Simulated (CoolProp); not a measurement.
A simple Rankine cycle with n-butane: condensing at 296.15 K, boiler at 0.785 MPa, turbine inlet 343.9 K, turbine efficiency 0.9, pump efficiency 0.6, no recuperator. Each further row changes one setting.

Model: reference Helmholtz-energy equation of state, Bücker 2006, in CoolProp.

```
case                             thermal efficiency (%)  net work (kJ/kg)  heat in (kJ/kg)  turbine exit temperature (K)  volume ratio over the turbine
-------------------------------  ----------------------  ----------------  ---------------  ----------------------------  -----------------------------
as stated                                          10.3              44.3              430                         308.6                           3.47
turbine inlet 363.9 K                              10.2              48.5              474                         329.6                           3.41
condensing temperature 288.15 K                    12.0              53.7              449                         302.0                           4.45
boiler pressure 0.549 MPa                           7.6              33.4              440                         320.1                           2.37
turbine efficiency 0.8                              9.1              39.2              430                         311.4                           3.50
```
